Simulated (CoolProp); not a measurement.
A simple Rankine cycle with isohexane: condensing at 329.15 K, boiler at 2.53 MPa, turbine inlet 525.4 K, turbine efficiency 0.9, pump efficiency 0.8, no recuperator. Each further row changes one setting.

Computed with CoolProp (reference Helmholtz-energy equation of state, Lemmon 2006). It is a short technical equation, of lower accuracy than the large ones.

| case | thermal efficiency (%) | net work (kJ/kg) | heat in (kJ/kg) | turbine exit temperature (K) | volume ratio over the turbine |
|---|---|---|---|---|---|
| as stated | 17.2 | 122 | 710 | 453.2 | 34.5 |
| turbine inlet 545.4 K | [?] | 130 | 771 | [?] | 32.6 |
| condensing temperature 321.15 K | [?] | 133 | 729 | 448.6 | 44.9 |
| boiler pressure 1.77 MPa | [?] | [?] | 732 | 465.3 | 21.6 |
| turbine efficiency 0.8 | 15.2 | [?] | 710 | [?] | 35.0 |

Q: Fill in the missing entries.

A: 
- turbine inlet 545.4 K, thermal efficiency (%): 16.9
- turbine inlet 545.4 K, turbine exit temperature (K): 475.3
- condensing temperature 321.15 K, thermal efficiency (%): 18.2
- boiler pressure 1.77 MPa, thermal efficiency (%): 15.8
- boiler pressure 1.77 MPa, net work (kJ/kg): 116
- turbine efficiency 0.8, net work (kJ/kg): 108
- turbine efficiency 0.8, turbine exit temperature (K): 459.1
